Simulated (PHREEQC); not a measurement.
Make-up at 7.8 °C: 0.0043 mol H2SO4, 0.086 mol NaCl and 0.15 mol CuCl2 per kg of water. Closed to the air; pH follows from the charge balance.

The numbers come from PHREEQC with the ion-association model, phreeqc.dat.

Precipitation was switched off in this run.

**Question.** Estimate the pH, ionic strength.

**Answer.** pH 2.19; ionic strength 0.509 mol/kgw.

**Question.** In which forms is S present?

**Answer.** CuSO4 49 %, SO4-2 42 %, HSO4- 5.3 %, NaSO4- 3.6 % of the S.

Away from 25 °C the constants follow the database's enthalpies or fits; those with neither stay at their 25 °C values.
